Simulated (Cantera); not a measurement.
Cantera run:

```python
import numpy as np
import cantera as ct

gas_names = """
    C CO CO2 C2 C2O C3 C3O2 C4 C5 O O2 O3 Pb PbO Pb2
""".split()
cond_names = """
    C(gr) Pb(cr) Pb(L) PbO(rd) PbO(yw) PbO(L) PbO2(s) Pb3O4(s)
""".split()


# ... load() reads the species with a 1 bar reference pressure and builds the phases ...
atoms = {
    'PbO': {'Pb': 1, 'O': 1},
    'C': {'C': 1},
    'CO': {'C': 1, 'O': 1},
}
top_T = {'C(gr)': 4500, 'Pb3O4(s)': 820}  # K; cautious upper limits of use, not melting points


# ... equilibrate(T, P, feed) seeds the gas with the atoms and calls Mixture.equilibrate('TP', solver="vcs", rtol=1e-11, max_steps=5000) ...
results = []
feed = {'PbO': 1, 'C': 0.48, 'CO': 2.2}  # mol
T = 1223  # K
P = 830000  # Pa
mix = equilibrate(T, P, feed)
results.append((T, P, feed, dict(zip(mix.species_names, mix.species_moles))))
print(gas.report(threshold=1e-06))
for i in range(1, mix.n_phases):
    print(f"{mix.phase(i).name:16s} {mix.phase_moles(i):12.5e} mol")
```

It prints:

```
       temperature   1223 K
          pressure   8.3e+05 Pa
           density   2.5412 kg/m^3
  mean mol. weight   31.134 kg/kmol
   phase of matter   gas

                          1 kg             1 kmol
                     ---------------   ---------------
          enthalpy       -4.2715e+06       -1.3299e+08  J
   internal energy       -4.5981e+06       -1.4316e+08  J
           entropy            7561.2        2.3541e+05  J/K
    Gibbs function       -1.3519e+07       -4.2089e+08  J
 heat capacity c_p            1235.3             38458  J/K
 heat capacity c_v            968.19             30143  J/K

                      mass frac. Y      mole frac. X     chem. pot. / RT
                     ---------------   ---------------   ---------------
                CO           0.72503           0.80588           -35.122
               CO2           0.27424           0.19401           -67.451
                Pb        0.00072768        0.00010934            -10.54
     [  +12 minor]        7.9489e-08         6.697e-09

C(gr)             0.00000e+00 mol
Pb(L)             9.99707e-01 mol
PbO(L)            0.00000e+00 mol
```

Cantera equilibrium calculation (NASA polynomials, part measured and part estimated; ideal gas, pure solids and liquids).
